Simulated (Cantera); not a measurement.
Feed: 1 mol SiH4, 0.15 mol CO2, 20 mol H2, equilibrated at 10.0 Torr.

These are equilibrium values from Cantera (NASA tables, ideal gas, pure condensed phases), not measurements of a reactor. Candidate condensed phases: C, C6H6, C7H8, C8H18, H2O, Si, SiC, SiO2; 123 gas species. Equilibrium is a limit: real reactors are often held back by kinetics, nucleation or transport.

Question: Which condensed phases are stable at each of these points (T (°C)): 402, 427, 452, 477, 502, 527, 552, 577, 602, 627?

Answer: 
| T (°C) | condensed phases | Si condensed (%) |
|---|---|---|
| 402 | Si(s) + SiC(s) + SiO2(α-quartz) | 100.0 |
| 427 | Si(s) + SiC(s) + SiO2(α-quartz) | 100.0 |
| 452 | Si(s) + SiC(s) + SiO2(α-quartz) | 100.0 |
| 477 | Si(s) + SiC(s) + SiO2(α-quartz) | 100.0 |
| 502 | Si(s) + SiC(s) + SiO2(α-quartz) | 100.0 |
| 527 | Si(s) + SiC(s) + SiO2(α-quartz) | 100.0 |
| 552 | Si(s) + SiC(s) + SiO2(α-quartz) | 100.0 |
| 577 | Si(s) + SiC(s) + SiO2(β-quartz) | 100.0 |
| 602 | Si(s) + SiC(s) + SiO2(β-quartz) | 100.0 |
| 627 | Si(s) + SiC(s) + SiO2(β-quartz) | 100.0 |

From 402 °C to 552 °C the condensed part is Si(s) + SiC(s) + SiO2(α-quartz). From 577 °C to 627 °C the condensed part is Si(s) + SiC(s) + SiO2(β-quartz).
